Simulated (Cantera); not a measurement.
Feed: 1 mol SiH₂Cl₂, 0.13 mol NH₃, 0.3 mol H₂, equilibrated at 1950 K and 0.0698 Torr.

These are equilibrium values from Cantera (NASA tables, ideal gas, pure condensed phases), not measurements of a reactor. The tables' values for SiCl, SiCl₃, SiN are old estimates; treat these amounts as uncertain. Gases not in the tables: Si₂H₆ and higher silanes. Kinetics and transport are ignored.

```json
[
 {"species": "H₂", "before": "0.332", "after": "0.486"},
 {"species": "SiCl₂", "before": "0.181", "after": "0.275"},
 {"species": "HCl", "before": "0.225", "after": "0.221"},
 {"species": "Si", "before": "0.120", "after": "1.01e-6"},
 {"species": "SiCl", "before": "0.0172", "after": "1.22e-5"},
 {"species": "Cl", "before": "0.0348", "after": "4.50e-5"},
 {"species": "H", "before": "0.0684", "after": "0.000118"},
 {"species": "N₂", "before": "0.0208", "after": "0.0102"},
 {"species": "Si₂", "before": "0.000512", "after": "<1e-9"},
 {"species": "Si₃", "before": "5.26e-5", "after": "<1e-9"},
 {"species": "SiN", "before": "4.89e-5", "after": "2.95e-9"},
 {"species": "SiH", "before": "0.000508", "after": "4.94e-8"},
 {"species": "Si₂N", "before": "3.15e-5", "after": "3.48e-9"},
 {"species": "SiCl₄", "before": "2.43e-7", "after": "0.00112"},
 {"species": "Si(s), mol", "before": "0", "after": "0.230"},
 {"species": "Si₃N₄(s), mol", "before": "0", "after": "0.0197"}
]
```
Gas species are given as mole fractions.

Question: What was changed between the two runs?
A) temperature from 1950 K to 1350 K
B) temperature from 1950 K to 1325 K
C) temperature from 1950 K to 1773 K
D) temperature from 1950 K to 1675 K

Answer: B, temperature from 1950 K to 1325 K. Mutual solubility and eutectic melting of coexisting phases are not modelled. The tables' values for SiCl₃, SiCl are old estimates; treat these amounts as uncertain
